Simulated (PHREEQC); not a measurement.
Solution (20 °C): 0.2 mol CdCl2, 4.3e-05 mol KCl and 0.0063 mol MnSO4 per kg of water. Closed to the air; pH follows from the charge balance.

Equilibrium calculation in PHREEQC: ion-association model, wateq4f.dat.

No solid was allowed to form.

Question: Order these Cd species by the share of Cd that they hold, largest first: CdCl2, CdSO4, Cd+2, CdCl+, CdCl3-.

Answer: CdCl+ (62 %), CdCl2 (22 %), Cd+2 (13 %), CdCl3- (2.2 %), CdSO4 (1.1 %)

Question: Order these Cl species by the share of Cl that they hold, largest first: MnCl+, CdCl+, CdCl2, CdCl3-, Cl-.

Answer: Cl- (44 %), CdCl+ (31 %), CdCl2 (22 %), CdCl3- (3.3 %), MnCl+ (0.27 %)

The pH is 5.31 and the ionic strength 0.221 mol/kgw. Species that the database lacks are ignored.
